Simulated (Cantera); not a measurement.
Input: 1 mol H₂O, 1.1 mol O₂, at 75.0 Torr.

Method: chemical equilibrium by Gibbs-energy minimisation in Cantera with the NASA 1993 tables (ideal gas, pure condensed phases). Candidate condensed phases: H₂O; 22 gas species. Ions and electrons are included (thermal ionisation). The numbers say what is thermodynamically allowed, not how fast it happens. All values below are at 3477 °C.

Base state: O 0.556, H 0.355, O₂ 0.0392, OH 0.0344, H₂ 0.0126, H₂O 0.00233 (mole fractions); condensed: gas only.

Question: What changes in the equilibrium state with this change: O₂ from 1.1 to 2.5 mol?

Answer: 
```tsv
species	before	after
O	0.556	0.676
H	0.355	0.233
O₂	0.0392	0.0578
H₂	0.0126	0.00539
OH	0.0344	0.0274
H₂O	0.00233	0.00121
```
